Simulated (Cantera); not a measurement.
An adiabatic, constant-volume homogeneous reactor starts with H2 : O2 : N2 = 1 : 0.694 : 2.61 (molar parts), equivalence ratio 0.72, at 1500 K and 1800 Torr.

Detailed kinetics in Cantera: the H2/O2 subset of GRI-Mech 3.0, which has no nitrogen chemistry. The hydrogen kinetics of GRI-Mech 3.0 are dated; newer H2 mechanisms differ, most at raised pressure.

Question: Predict: time of steepest temperature rise; temperature at 1.00 s; equilibrium temperature; x(H2) at 1.00 s; x(O2) at 1.00 s; x(O) at 1.00 s; x(H) at 1.00 s; x(HO2) at 1.00 s; x(H2O) at 1.00 s.

Answer: 
```
Quantity                                                            Result
---------------------------------  ---------------------------------------
time of steepest temperature rise                                  5.57 µs
temperature at 1.00 s                                               2972 K
equilibrium temperature                                             2972 K
x(H2) at 1.00 s                      0.0193 (gas-phase equilibrium 0.0193)
x(O2) at 1.00 s                      0.0474 (gas-phase equilibrium 0.0474)
x(O) at 1.00 s                       0.0108 (gas-phase equilibrium 0.0108)
x(H) at 1.00 s                     0.00972 (gas-phase equilibrium 0.00972)
x(HO2) at 1.00 s                   2.77e-5 (gas-phase equilibrium 2.77e-5)
x(H2O) at 1.00 s                       0.213 (gas-phase equilibrium 0.213)
```
